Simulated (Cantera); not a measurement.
An adiabatic, constant-volume homogeneous reactor starts with CH4 : O2 : N2 = 1 : 1 : 3.76 (molar parts), equivalence ratio 2.0, at 1123 K and 1000000 Pa.

Model: GRI-Mech 3.0 (53 species, 325 reactions), integrated in Cantera.

**Question.** Predict: time of steepest temperature rise; temperature at 7.00 s; equilibrium temperature; x(CH4) at 7.00 s; x(O2) at 7.00 s; x(NO) at 7.00 s; x(H2) at 7.00 s; x(CO) at 7.00 s; x(H2O) at 7.00 s.

**Answer.** 
| Property | Value |
|---|---|
| time of steepest temperature rise | 17.7 ms |
| temperature at 7.00 s | 2543 K |
| equilibrium temperature | 2543 K |
| x(CH4) at 7.00 s | 8.39e-9 (gas-phase equilibrium 9.35e-9) |
| x(O2) at 7.00 s | 1.30e-6 (gas-phase equilibrium 1.30e-6) |
| x(NO) at 7.00 s | 5.20e-5 (gas-phase equilibrium 5.20e-5) |
| x(H2) at 7.00 s | 0.163 (gas-phase equilibrium 0.163) |
| x(CO) at 7.00 s | 0.131 (gas-phase equilibrium 0.131) |
| x(H2O) at 7.00 s | 0.131 (gas-phase equilibrium 0.131) |
